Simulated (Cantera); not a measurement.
Charge: 1 mol SiH2Cl2, 0.83 mol H2O, 150 mol N2, 1.8 mol O3, held at 1302 °C and 0.100 bar.

Method: chemical equilibrium by Gibbs-energy minimisation in Cantera with the NASA 1993 tables (ideal gas, pure condensed phases). Candidate condensed phases: H2O, NH4Cl, Si, SiO2, Si2N2O, Si3N4; 47 gas species. The tables hold silica as quartz up to 1696 K and as liquid above; real silica turns to tridymite and cristobalite and melts near 1996 K. Kinetics and transport are ignored.

Base state: N2 0.970, HCl 0.0116, O2 0.0104, H2O 0.00601, Cl 0.00127, NO 0.000429, OH 3.00e-5, Cl2 1.81e-5 (mole fractions); condensed: SiO2(β-quartz).

**Question.** What changes in the equilibrium state with this change: O3 from 1.8 to 3.1 mol?

**Answer.** 
```json
[
 {"species": "N2", "before": "0.970", "after": "0.958"},
 {"species": "O2", "before": "0.0104", "after": "0.0226"},
 {"species": "HCl", "before": "0.0116", "after": "0.0112"},
 {"species": "NO", "before": "0.000429", "after": "0.000628"},
 {"species": "Cl2", "before": "1.81e-5", "after": "2.46e-5"},
 {"species": "OH", "before": "3.00e-5", "after": "3.65e-5"},
 {"species": "Cl", "before": "0.00127", "after": "0.00148"},
 {"species": "H2O", "before": "0.00601", "after": "0.00605"},
 {"species": "SiO2(β-quartz), mol", "before": "1.00", "after": "1.00"}
]
```
